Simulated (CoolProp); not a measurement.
CH2F2 (R32) at 274.7 K and 1.36 MPa is throttled through a valve to 0.594 MPa with no heat exchange. Each further row changes one setting.

Values from CoolProp's reference Helmholtz-energy equation of state, Tillner-Roth 1997.

```
case                       temperature change (K)                       final phase  final density (kg/m³)
-------------------------  ----------------------  --------------------------------  ---------------------
as stated                                   -11.0  two-phase, vapour fraction 0.058                    225
outlet pressure 0.178 MPa                   -41.5  two-phase, vapour fraction 0.188                   26.5
outlet pressure 0.772 MPa                    -3.2  two-phase, vapour fraction 0.017                    568
```
